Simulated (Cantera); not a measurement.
**Ammonia decomposition in nitride growth gas**

An isothermal, constant-pressure homogeneous reactor starts with 81.3 % NH3, 18.7 % H2, at 2175 K and 23.3 Torr.

Cantera simulation using the gas-phase N/H chemistry of the illustrative SiF4/NH3 mechanism in the Surface Chemkin manual (1991); the numbers are that mechanism's predictions, not measurements. Walls and surfaces, which speed up NH3 decomposition in real reactors, are not modelled.

| t (s) | x NH3 | x H2 | x N2H2 | x NH | x N2H4 |
|---|---|---|---|---|---|
| 0.000600 | 0.810 | 0.188 | 4.72e-6 | 1.91e-5 | 9.70e-9 |
| 0.00155 | 0.805 | 0.191 | 1.65e-5 | 4.73e-5 | 2.67e-8 |
| 0.00399 | 0.788 | 0.203 | 1.79e-5 | 5.16e-5 | 2.83e-8 |
| 0.0103 | 0.746 | 0.234 | 1.63e-5 | 5.21e-5 | 2.58e-8 |
| 0.0265 | 0.651 | 0.302 | 1.32e-5 | 5.23e-5 | 2.09e-8 |
| 0.0682 | 0.472 | 0.432 | 8.33e-6 | 5.01e-5 | 1.31e-8 |
| 0.176 | 0.233 | 0.606 | 3.36e-6 | 4.16e-5 | 4.90e-9 |
| 0.453 | 0.0526 | 0.736 | 6.01e-7 | 2.57e-5 | 6.45e-10 |
| 1.17 | 0.000515 | 0.767 | 4.17e-9 | 5.89e-6 | 1.40e-12 |
| 3.01 | 1.63e-6 | 0.755 | <1e-12 | 1.30e-7 | <1e-12 |
| 7.76 | 3.36e-7 | 0.754 | <1e-12 | 2.75e-8 | <1e-12 |
| 20.0 | 1.64e-7 | 0.754 | <1e-12 | 1.35e-8 | <1e-12 |
x: mole fraction; the columns are a selection and need not sum to one.

Equilibrium at this temperature and pressure: NH3 1.47e-7, H2 0.754, N2H2 <1e-12, NH 1.20e-8, N2H4 <1e-12 (gas phase only).
